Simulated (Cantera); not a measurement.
Sublimation and decomposition of ceramics: Si3N4 + N2 + Si

A closed system holds: 1 mol Si3N4, 0.41 mol N2, 0.21 mol Si, at 2152 °C.

Method: chemical equilibrium by Gibbs-energy minimisation in Cantera with the NASA 1993 tables (ideal gas, pure condensed phases). Candidate condensed phases: Si, Si3N4; 7 gas species. The tables' values for SiN are old estimates; treat these amounts as uncertain. Kinetics and transport are ignored.

From 1.00 Pa to 100 Pa nothing is condensed. From 1000 Pa to 1000000 Pa the condensed part is Si(l). The main Si-bearing gas is Si throughout.

| P (Pa) | log p N2 | log p Si | log p Si2 | log p SiN | n Si(l) |
|---|---|---|---|---|---|
| 1 | -5.37 | -5.24 | -9.54 | -8.87 | 0 |
| 10 | -4.37 | -4.24 | -7.54 | -7.37 | 0 |
| 100 | -3.37 | -3.25 | -5.54 | -5.88 | 0 |
| 1000 | -2.14 | -2.57 | -4.20 | -4.59 | 2.25 |
| 10000 | -1.01 | -2.57 | -4.20 | -4.03 | 3.13 |
| 100000 | 0.00 | -2.57 | -4.20 | -3.52 | 3.20 |
| 1000000 | 1.00 | -2.57 | -4.20 | -3.02 | 3.21 |
log p: log10 of the partial pressure in bar; n: condensed amount in mol.
